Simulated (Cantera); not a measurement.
What does this Cantera script print?

```python
import numpy as np
import cantera as ct

gas = ct.Solution("gri30.yaml")
gas.TP = 300, 54000
flame = ct.CounterflowDiffusionFlame(gas, width=0.02)
flame.fuel_inlet.X, flame.fuel_inlet.T = {'CH3OH': 1, 'N2': 2}, 473
flame.oxidizer_inlet.X, flame.oxidizer_inlet.T = {'O2': 0.23, 'N2': 0.77}, 648
flame.set_refine_criteria(ratio=3, slope=0.12, curve=0.24, prune=0.03)
show = ['OH', 'H', 'NO', 'CO', 'C2H2']

rows = []
print(f"{'mdot':>8s}{'a_max':>10s}{'a_mean':>10s}{'Tmax/K':>9s}" + "".join(f"{s:>11s}" for s in show) + "   (peak mole fractions)")
for i, mdot in enumerate([0.14, 0.18, 0.23, 0.29, 0.38, 0.5, 0.64, 0.83, 1.1, 1.4]):  # kg/m2/s on the oxidiser side
    flame.oxidizer_inlet.mdot, flame.fuel_inlet.mdot = mdot, 1.3 * mdot
    flame.solve(loglevel=0, auto=(i == 0))
    if flame.T.max() < max(473, 648) + 100:
        print(f"{mdot:8.3g}  no burning solution found from the previous one")
        break
    dT = np.abs(np.gradient(flame.T, flame.grid))
    rows.append([flame.strain_rate("max"), flame.strain_rate("mean"), flame.T.max(),
                 *(flame.X[gas.species_index(s)].max() for s in show), max(dT[0], dT[-1]) / dT.max()])
    print(f"{mdot:8.3g}{rows[-1][0]:10.1f}{rows[-1][1]:10.1f}{rows[-1][2]:9.1f}" + "".join(f"{x:11.3e}" for x in rows[-1][3:-1]))
```

Output:

```
    mdot     a_max    a_mean   Tmax/K         OH          H         NO         CO       C2H2   (peak mole fractions)
    0.14     171.9      46.7   1851.5  7.798e-03  7.996e-03  3.205e-05  1.041e-01  2.597e-04
    0.18     214.7      60.1   1822.5  7.688e-03  8.387e-03  2.876e-05  1.028e-01  2.832e-04
    0.23     267.4      76.7   1794.6  7.540e-03  8.750e-03  2.593e-05  1.015e-01  3.009e-04
    0.29     329.8      96.8   1767.7  7.370e-03  9.051e-03  2.342e-05  1.003e-01  3.108e-04
    0.38     422.7     126.8   1740.1  7.225e-03  9.380e-03  2.081e-05  9.922e-02  3.145e-04
     0.5     544.8     166.8   1710.2  6.973e-03  9.616e-03  1.811e-05  9.800e-02  3.034e-04
    0.64     685.4     213.6   1682.7  6.698e-03  9.733e-03  1.564e-05  9.686e-02  2.804e-04
    0.83     873.3     277.0   1653.6  6.356e-03  9.751e-03  1.307e-05  9.578e-02  2.437e-04
     1.1    1136.5     367.1   1621.9  5.907e-03  9.584e-03  1.033e-05  9.472e-02  1.909e-04
     1.4    1425.4     467.2   1596.2  5.460e-03  9.256e-03  8.102e-06  9.398e-02  1.398e-04
```

Detailed kinetics in Cantera: GRI-Mech 3.0 (53 species, 325 reactions). GRI-Mech 3.0 was tuned for natural gas; its chemistry of methanol as a main component is partial and can be far from experiment. GRI-Mech 3.0 has no aromatics or soot, which form on the fuel side of real flames. The maximum strain rate includes the flame's own expansion and is several times the mean.
